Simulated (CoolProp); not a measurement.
200 sccm (0 °C, 1 atm) of nitrogen bubbles through liquid hexamethyldisiloxane (MM) at 314.7 K and leaves saturated at a total pressure of 0.0513 MPa (ideal gas phase). Each further row changes one setting.

Model: reference Helmholtz-energy equation of state, Thol 2016, in CoolProp.

```csv
case,vapour pressure (kPa),mole fraction of vapour,delivery (mg/min),delivery (sccm),change of delivery for a bath 1 K warmer (%)
as stated,12.2,[?],453,62.5,[?]
bath temperature 319.7 K,[?],0.296,609,84.1,6.3
total pressure 0.103 MPa,12.2,[?],[?],26.9,[?]
```

**Question.** What belongs in the gaps?

**Answer.** 
- as stated, mole fraction of vapour: 0.238
- as stated, change of delivery for a bath 1 K warmer (%): 6.0
- bath temperature 319.7 K, vapour pressure (kPa): 15.2
- total pressure 0.103 MPa, mole fraction of vapour: 0.119
- total pressure 0.103 MPa, delivery (mg/min): 195
- total pressure 0.103 MPa, change of delivery for a bath 1 K warmer (%): 5.2
